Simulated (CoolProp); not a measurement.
The fluid at 298.15 K and 0.131 MPa expands adiabatically to 0.0472 MPa with isentropic efficiency 0.8. The same conditions are run with several fluids, on thermodynamics alone (safety and materials aside).

Model: reference Helmholtz-energy equation of state of each fluid (isobutene: Lemmon 2005; C3F8 (R218): Lemmon 2006; hydrogen sulfide: Lemmon 2006; dimethyl ether: Wu 2011), in CoolProp.

Rank isobutene, C3F8 (R218), hydrogen sulfide, dimethyl ether by work (kJ/kg), highest first.

hydrogen sulfide (52.1), dimethyl ether (40.3), isobutene (33.4), C3F8 (R218) (10.2)

```json
[
 {"fluid": "isobutene", "final temperature (K)": "274.4", "final density (kg/m³)": "1.18"},
 {"fluid": "C3F8 (R218)", "final temperature (K)": "283.9", "final density (kg/m³)": "3.80"},
 {"fluid": "hydrogen sulfide", "final temperature (K)": "244.7", "final density (kg/m³)": "0.796"},
 {"fluid": "dimethyl ether", "final temperature (K)": "267.4", "final density (kg/m³)": "0.991"}
]
```
